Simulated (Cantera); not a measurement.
Feed: 1 mol c-C4F8, 0.012 mol CH4, 4.1 mol H2, at 0.360 Torr.

Equilibrium computed with Cantera from the NASA thermochemical tables; the gas is ideal and each condensed phase is pure. Candidate condensed phases: C, C6H6, C7H8, C8H18; 95 gas species. The feed counts by its element totals alone. Equilibrium is a limit: real reactors are often held back by kinetics, nucleation or transport.

### Question
At 1075 °C, list the 3 most abundant gas species with their mole fractions, and the condensed phases.

### Answer
HF 0.985, H2 0.0153, H 1.30e-5. Condensed: C(graphite).
